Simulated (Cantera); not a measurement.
Feed: 1 mol C2F6, 0.86 mol HCl, 12 mol H2, held at 3500 K and 9.75 Torr.

These are equilibrium values from Cantera (NASA tables, ideal gas, pure condensed phases), not measurements of a reactor. Candidate condensed phases: C, C6H6, C7H8, C8H18; 118 gas species. The feed counts by its element totals alone. Equilibrium is a limit: real reactors are often held back by kinetics, nucleation or transport.

Base state: H 0.695, HF 0.136, F 0.0708, C 0.0333, Cl 0.0290, H2 0.0180, C3 0.00693, C2 0.00534 (mole fractions); condensed: gas only.

What changes in the equilibrium state with this change: C2F6 replaced by CCl4?


```csv
species,before,after
H,0.695,0.786
Cl,0.0290,0.157
H2,0.0180,0.0230
HF,0.136,0
F,0.0708,0
C,0.0333,0.0220
CF,0.00287,0
HCl,0.00113,0.00694
```

What changes in the equilibrium state with this change: temperature from 3500 K to 1673 K?


```json
[
 {"species": "H2", "before": "0.0180", "after": "0.567"},
 {"species": "HF", "before": "0.136", "after": "0.378"},
 {"species": "HCl", "before": "0.00113", "after": "0.0541"},
 {"species": "H", "before": "0.695", "after": "0.000752"},
 {"species": "C", "before": "0.0333", "after": "<1e-9"},
 {"species": "F", "before": "0.0708", "after": "4.22e-8"},
 {"species": "Cl", "before": "0.0290", "after": "5.61e-5"},
 {"species": "C3", "before": "0.00693", "after": "<1e-9"},
 {"species": "C2", "before": "0.00534", "after": "<1e-9"},
 {"species": "CF", "before": "0.00287", "after": "<1e-9"},
 {"species": "C(graphite), mol", "before": "0", "after": "2.00"}
]
```
